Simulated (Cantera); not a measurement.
## Thermodynamics of hydrogen reduction and annealing atmospheres, feed NiS + H2

Charge: 1 mol NiS, 1600 mol H2, held at 0.0140 bar.

Equilibrium computed with Cantera from the NASA thermochemical tables; the gas is ideal and each condensed phase is pure. Candidate condensed phases: Ni, NiS, NiS2, Ni3S2, Ni3S4, S; 9 gas species. The numbers say what is thermodynamically allowed, not how fast it happens.

```json
[
 {"T (K)": "1700", "x H2": "0.998", "x H": "0.00124", "x Ni": "0.000192", "x H2S": "0.000507", "x SH": "9.06e-5", "n Ni(s)": "0.687", "n Ni(l)": "0"},
 {"T (K)": "1750", "x H2": "0.997", "x H": "0.00196", "x Ni": "0.000440", "x H2S": "0.000469", "x SH": "0.000117", "n Ni(s)": "0", "n Ni(l)": "0.284"},
 {"T (K)": "1800", "x H2": "0.996", "x H": "0.00302", "x Ni": "0.000616", "x H2S": "0.000427", "x SH": "0.000146", "n Ni(s)": "0", "n Ni(l)": "0"},
 {"T (K)": "1850", "x H2": "0.994", "x H": "0.00454", "x Ni": "0.000617", "x H2S": "0.000383", "x SH": "0.000176", "n Ni(s)": "0", "n Ni(l)": "0"},
 {"T (K)": "1900", "x H2": "0.992", "x H": "0.00668", "x Ni": "0.000617", "x H2S": "0.000336", "x SH": "0.000205", "n Ni(s)": "0", "n Ni(l)": "0"},
 {"T (K)": "1950", "x H2": "0.989", "x H": "0.00964", "x Ni": "0.000617", "x H2S": "0.000290", "x SH": "0.000231", "n Ni(s)": "0", "n Ni(l)": "0"},
 {"T (K)": "2000", "x H2": "0.985", "x H": "0.0136", "x Ni": "0.000617", "x H2S": "0.000244", "x SH": "0.000252", "n Ni(s)": "0", "n Ni(l)": "0"},
 {"T (K)": "2050", "x H2": "0.980", "x H": "0.0190", "x Ni": "0.000616", "x H2S": "0.000202", "x SH": "0.000266", "n Ni(s)": "0", "n Ni(l)": "0"},
 {"T (K)": "2100", "x H2": "0.973", "x H": "0.0260", "x Ni": "0.000614", "x H2S": "0.000164", "x SH": "0.000273", "n Ni(s)": "0", "n Ni(l)": "0"},
 {"T (K)": "2150", "x H2": "0.964", "x H": "0.0350", "x Ni": "0.000612", "x H2S": "0.000131", "x SH": "0.000273", "n Ni(s)": "0", "n Ni(l)": "0"},
 {"T (K)": "2200", "x H2": "0.952", "x H": "0.0465", "x Ni": "0.000609", "x H2S": "0.000104", "x SH": "0.000266", "n Ni(s)": "0", "n Ni(l)": "0"}
]
```
x: gas mole fraction; n: condensed amount in mol.

At 1700 K the condensed part is Ni(s). At 1750 K the condensed part is Ni(l). From 1800 K to 2200 K nothing is condensed. The main Ni-bearing gas is Ni throughout.
